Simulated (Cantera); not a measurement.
Charge: 1 mol CCl₄, a varied amount of CH₄, at 2573 K and 1.00 bar.

Equilibrium computed with Cantera from the NASA thermochemical tables; the gas is ideal and each condensed phase is pure. Candidate condensed phases: C, C₆H₆, C₇H₈, C₈H₁₈; 91 gas species. Kinetics and transport are ignored.

log p: log10 of the partial pressure in bar; n: condensed amount in mol.

| n(CH₄) (mol) | log p Cl | log p HCl | log p H₂ | log p Cl₂ | log p H | n C(graphite) |
|---|---|---|---|---|---|---|
| 0.018 | -0.03 | -1.72 | -6.62 | -1.28 | -4.77 | 1.01 |
| 0.035 | -0.04 | -1.43 | -6.03 | -1.30 | -4.48 | 1.03 |
| 0.066 | -0.05 | -1.16 | -5.45 | -1.33 | -4.19 | 1.06 |
| 0.13 | -0.08 | -0.87 | -4.80 | -1.39 | -3.87 | 1.13 |
| 0.24 | -0.14 | -0.61 | -4.17 | -1.50 | -3.55 | … |
| 0.47 | -0.29 | -0.32 | -3.29 | -1.81 | -3.11 | … |
| 0.9 | -0.85 | -0.08 | -1.69 | -2.92 | -2.31 | … |
| 1.7 | -1.48 | -0.16 | -0.59 | -4.19 | -1.76 | … |

Problem. What belongs in the gaps?

Solution. 
- 0.24, n C(graphite): 1.24
- 0.47, n C(graphite): 1.47
- 0.9, n C(graphite): 1.90
- 1.7, n C(graphite): 2.66
